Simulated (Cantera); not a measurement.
Charge: 1 mol CH3SiH3, 0.82 mol C2H2, 94 mol H2, equilibrated at 2498.15 K and 2.90 mbar.

These are equilibrium values from Cantera (NASA tables, ideal gas, pure condensed phases), not measurements of a reactor. The feed counts by its element totals alone. The numbers say what is thermodynamically allowed, not how fast it happens.

```
species             before    after
----------------  --------  -------
H2                   0.620    1.000
CH4                1.68e-7  4.65e-5
H                    0.365  3.54e-6
C2H2 (acetylene)   0.00665  9.92e-8
Si                 0.00649    <1e-9
SiC2               0.00167    <1e-9
C2H               0.000280    <1e-9
C3                0.000167    <1e-9
SiH                7.29e-5    <1e-9
C                  5.59e-5    <1e-9
C4H2               2.95e-5    <1e-9
C(graphite), mol     0.469     1.64
SiC(s), mol              0     1.00
```
Gas species are given as mole fractions.

Which change was made?
A) temperature from 2498.15 K to 2423.15 K
B) temperature from 2498.15 K to 1198.15 K
C) temperature from 2498.15 K to 1775 K
D) C2H2 from 0.82 to 0.12 mol

B, temperature from 2498.15 K to 1198.15 K
